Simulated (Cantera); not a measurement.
An adiabatic, constant-volume homogeneous reactor starts with CH4 : CO : O2 : N2 : CO2 = 1 : 1 : 3.21 : 12.1 : 0.46 (molar parts), at 1775 K and 9.87 atm. Integrator tolerance rtol = 1e-08.

Model: GRI-Mech 3.0 (53 species, 325 reactions), integrated in Cantera. Above 3000 K some thermodynamic fits are extrapolated.

### Question
What does this change do: CO 1 to 1.9 parts?

### Answer
```csv
quantity,before,after
time of steepest temperature rise,18.0 µs,18.1 µs
temperature at 2.00 s,3032 K,3097 K
equilibrium temperature,3032 K,3097 K
x(CH4) at 2.00 s,<1e-12 (gas-phase equilibrium <1e-12),<1e-12 (gas-phase equilibrium <1e-12)
x(CO) at 2.00 s,0.0410 (gas-phase equilibrium 0.0410),0.0681 (gas-phase equilibrium 0.0681)
x(O2) at 2.00 s,0.0452 (gas-phase equilibrium 0.0452),0.0345 (gas-phase equilibrium 0.0345)
x(OH) at 2.00 s,0.0186 (gas-phase equilibrium 0.0186),0.0191 (gas-phase equilibrium 0.0191)
x(CH2O) at 2.00 s,1.55e-9 (gas-phase equilibrium 1.55e-9),3.41e-9 (gas-phase equilibrium 3.41e-9)
x(H) at 2.00 s,0.00312 (gas-phase equilibrium 0.00312),0.00428 (gas-phase equilibrium 0.00428)
```

### Question
What does this change do: O2 3.21 to 1.9 parts?

### Answer
```json
[
 {"quantity": "time of steepest temperature rise", "before": "18.0 µs", "after": "30.5 µs"},
 {"quantity": "temperature at 2.00 s", "before": "3032 K", "after": "2946 K"},
 {"quantity": "equilibrium temperature", "before": "3032 K", "after": "2946 K"},
 {"quantity": "x(CH4) at 2.00 s", "before": "<1e-12 (gas-phase equilibrium <1e-12)", "after": "<1e-12 (gas-phase equilibrium <1e-12)"},
 {"quantity": "x(CO) at 2.00 s", "before": "0.0410 (gas-phase equilibrium 0.0410)", "after": "0.0749 (gas-phase equilibrium 0.0749)"},
 {"quantity": "x(O2) at 2.00 s", "before": "0.0452 (gas-phase equilibrium 0.0452)", "after": "0.00400 (gas-phase equilibrium 0.00400)"},
 {"quantity": "x(OH) at 2.00 s", "before": "0.0186 (gas-phase equilibrium 0.0186)", "after": "0.00858 (gas-phase equilibrium 0.00858)"},
 {"quantity": "x(CH2O) at 2.00 s", "before": "1.55e-9 (gas-phase equilibrium 1.55e-9)", "after": "7.28e-9 (gas-phase equilibrium 7.28e-9)"},
 {"quantity": "x(H) at 2.00 s", "before": "0.00312 (gas-phase equilibrium 0.00312)", "after": "0.00389 (gas-phase equilibrium 0.00389)"}
]
```

### Question
What does this change do: CH4 1 to 2.6 parts?

### Answer
```
quantity                                                            before                                      after
---------------------------------  ---------------------------------------  -----------------------------------------
time of steepest temperature rise                                  18.0 µs                                    22.7 µs
temperature at 2.00 s                                               3032 K                                     3110 K
equilibrium temperature                                             3032 K                                     3110 K
x(CH4) at 2.00 s                     <1e-12 (gas-phase equilibrium <1e-12)  9.34e-11 (gas-phase equilibrium 1.07e-10)
x(CO) at 2.00 s                      0.0410 (gas-phase equilibrium 0.0410)        0.151 (gas-phase equilibrium 0.151)
x(O2) at 2.00 s                      0.0452 (gas-phase equilibrium 0.0452)  0.000699 (gas-phase equilibrium 0.000699)
x(OH) at 2.00 s                      0.0186 (gas-phase equilibrium 0.0186)    0.00926 (gas-phase equilibrium 0.00926)
x(CH2O) at 2.00 s                  1.55e-9 (gas-phase equilibrium 1.55e-9)    9.78e-8 (gas-phase equilibrium 9.78e-8)
x(H) at 2.00 s                     0.00312 (gas-phase equilibrium 0.00312)      0.0142 (gas-phase equilibrium 0.0142)
```
